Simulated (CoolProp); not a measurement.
Properties of R1132(E) at several states.

Values from CoolProp's reference Helmholtz-energy equation of state, Akasaka 2024.

```
T (K)  p (MPa)   phase  cp (kJ/(kg K))  cv (kJ/(kg K))  speed of sound (m/s)  Joule-Thomson coefficient (K/MPa)  fugacity coefficient
-----  -------  ------  --------------  --------------  --------------------  ---------------------------------  --------------------
272.9      6.5  liquid           1.686           1.067                 692.3                            -0.1467                   [?]
343.5    0.102     gas           1.024             [?]                 224.9                                [?]                0.9928
345.2   0.0472     gas             [?]          0.8914                   [?]                              10.46                0.9967
261.2   0.0271     gas          0.8813             [?]                   [?]                              23.51                0.9952
321.7   0.0131     gas             [?]          0.8517                 219.2                              12.70                0.9988
```

**Question.** Complete the blanks.

**Answer.** 
- 272.9, fugacity coefficient: 0.1279
- 343.5, cv (kJ/(kg K)): 0.8899
- 343.5, Joule-Thomson coefficient (K/MPa): 10.63
- 345.2, cp (kJ/(kg K)): 1.023
- 345.2, speed of sound (m/s): 226.1
- 261.2, cv (kJ/(kg K)): 0.7484
- 261.2, speed of sound (m/s): 198.9
- 321.7, cp (kJ/(kg K)): 0.9822
